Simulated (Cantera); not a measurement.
Feed: 1 mol CaCO3, 2.6 mol O2, at 1775 K and 310000 Pa.

These are equilibrium values from Cantera (NASA tables, ideal gas, pure condensed phases), not measurements of a reactor. Candidate condensed phases: C, Ca, CaCO3, CaO; 15 gas species. Equilibrium is a limit: real reactors are often held back by kinetics, nucleation or transport.

Base state: O2 0.722, CO2 0.278, O 4.62e-5, CO 2.94e-5 (mole fractions); condensed: CaO(s).

Problem. What changes in the equilibrium state with this change: CaCO3 replaced by MgCO3?

Solution. 
```
species       before    after
-----------  -------  -------
O2             0.722    0.722
CO2            0.278    0.278
O            4.62e-5  4.62e-5
CO           2.94e-5  2.94e-5
CaO(s), mol     1.00        0
MgO(s), mol        0     1.00
```
Further candidate phases: Mg, MgCO3, MgO.
